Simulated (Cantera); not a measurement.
A Cantera script and its output.

```python
import numpy as np
import cantera as ct

gas = ct.Solution("gri30.yaml")
gas.TPX = 423, 500000, {'CO': 1, 'H2': 0.061, 'CH4': 0.29, 'O2': 1.14, 'N2': 4.3}
inlet = ct.Reservoir(gas, clone=True)
gas.equilibrate("HP")  # start burning
reactor = ct.IdealGasConstPressureReactor(gas, energy="on", clone=False)
exhaust = ct.Reservoir(gas, clone=True)
tau = [0.023, 0.0086, 0.0033, 0.0012, 0.00047, 0.00018, 6.7e-05, 2.6e-05, 9.7e-06][0]
for a, b in ((inlet, reactor), (reactor, exhaust)):
    ct.MassFlowController(a, b, mdot=lambda t: reactor.mass / tau)
net = ct.ReactorNet([reactor])
show = ['CO', 'H2', 'CH4', 'HO2', 'C2H']

rows = []
print(f"{'tau/s':>10s}{'T/K':>9s}" + "".join(f"{s:>11s}" for s in show))
for tau in [0.023, 0.0086, 0.0033, 0.0012, 0.00047, 0.00018, 6.7e-05, 2.6e-05, 9.7e-06]:
    net.initial_time = 0.0
    net.advance(30 * tau)
    before = gas.X
    net.advance(40 * tau)
    drift = np.max(np.abs(gas.X - before) / (gas.X + 1e-9))
    rows.append([gas.T, *gas[show].X, drift])
    print(f"{tau:10.3e}{gas.T:9.1f}" + "".join(f"{x:11.3e}" for x in gas[show].X))
```

Result:

```
     tau/s      T/K         CO         H2        CH4        HO2        C2H
 2.300e-02   2395.1  1.828e-02  1.624e-03  1.397e-06  2.014e-06  7.135e-13
 8.600e-03   2383.0  1.995e-02  1.778e-03  3.381e-06  2.302e-06  3.511e-12
 3.300e-03   2356.5  2.329e-02  2.097e-03  7.488e-06  2.896e-06  1.311e-11
 1.200e-03   2305.8  2.926e-02  2.699e-03  1.619e-05  4.316e-06  3.816e-11
 4.700e-04   2236.3  3.698e-02  3.521e-03  3.229e-05  7.202e-06  8.103e-11
 1.800e-04   2143.0  4.673e-02  4.580e-03  6.741e-05  1.319e-05  1.548e-10
 6.700e-05   2020.5  5.922e-02  5.752e-03  1.586e-04  2.532e-05  2.919e-10
 2.600e-05   1856.4  7.810e-02  6.629e-03  4.703e-04  5.137e-05  5.560e-10
 9.700e-06    423.0  1.473e-01  8.982e-03  4.270e-02 -4.888e-18 -8.052e-49
```

Computed with Cantera and GRI-Mech 3.0 (53 species, 325 reactions).
